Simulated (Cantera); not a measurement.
What does this Cantera script print?

```python
import numpy as np
import cantera as ct

gas_names = """
    Cu CuF CuF2 Cu2 F F2 H HF H2 H2F2 H3F3 H4F4 H5F5 H6F6 H7F7 N NF NF2 NF3 NH NH2 NH3 N2 N2H2 N2H4
""".split()
cond_names = """
    Cu(cr) Cu(L) CuF2(s) CuF2(L)
""".split()


# ... load() reads the species with a 1 bar reference pressure and builds the phases ...
atoms = {
    'Cu': {'Cu': 1},
    'HF': {'H': 1, 'F': 1},
    'N2': {'N': 2},
}
top_T = {}  # K; cautious upper limits of use, not melting points


# ... equilibrate(T, P, feed) seeds the gas with the atoms and calls Mixture.equilibrate('TP', solver="vcs", rtol=1e-11, max_steps=5000) ...
results = []
feed = {'Cu': 1, 'HF': 6, 'N2': 7.6}  # mol
P = 26  # Pa
for T in [1123, 1148, 1173, 1198, 1223, 1248, 1273, 1298, 1323, 1348, 1373, 1398]:
    mix = equilibrate(T, P, feed)
    results.append((T, P, feed, dict(zip(mix.species_names, mix.species_moles))))

top = {s: max(r[3][s] / sum(r[3][g] for g in gas_names) for r in results) for s in gas_names}
cols = sorted((s for s in top if top[s] > 0.0001), key=lambda s: -top[s])[:9]
seen = [c for c in cond_names if any(r[3].get(c, 0) > 1e-12 for r in results)]
print("log10 of partial pressures in bar; condensed amounts in mol")
print(f"{'T/K':>10s}" + "".join(f"{s[:9]:>10s}" for s in cols + seen))
for T, P, feed, n in results:
    ng = sum(n[g] for g in gas_names)
    print(f"{T:10.4g}" + "".join(f"{np.log10(max(n[s] / ng * P / 1e5, 1e-99)):10.3f}" for s in cols)
          + "".join(f"{n.get(c, 0):10.4g}" for c in seen))
```

Output:

```
log10 of partial pressures in bar; condensed amounts in mol
       T/K        N2        HF        Cu       CuF        H2    Cu(cr)     Cu(L)
      1123    -3.838    -3.941    -8.902    -7.737    -8.039     0.999         0
      1148    -3.838    -3.941    -8.565    -7.565    -7.866    0.9984         0
      1173    -3.838    -3.941    -8.243    -7.400    -7.701    0.9976         0
      1198    -3.838    -3.941    -7.935    -7.242    -7.543    0.9964         0
      1223    -3.838    -3.941    -7.639    -7.091    -7.392    0.9946         0
      1248    -3.838    -3.941    -7.356    -6.946    -7.247    0.9918         0
      1273    -3.838    -3.941    -7.084    -6.806    -7.108    0.9875         0
      1298    -3.838    -3.942    -6.822    -6.673    -6.974     0.981         0
      1323    -3.838    -3.942    -6.571    -6.544    -6.846     0.971         0
      1348    -3.839    -3.943    -6.329    -6.421    -6.723    0.9555         0
      1373    -3.839    -3.944    -6.102    -6.306    -6.609         0    0.9325
      1398    -3.840    -3.946    -5.887    -6.198    -6.501         0    0.8983
```

These are equilibrium values from Cantera (NASA tables, ideal gas, pure condensed phases), not measurements of a reactor.
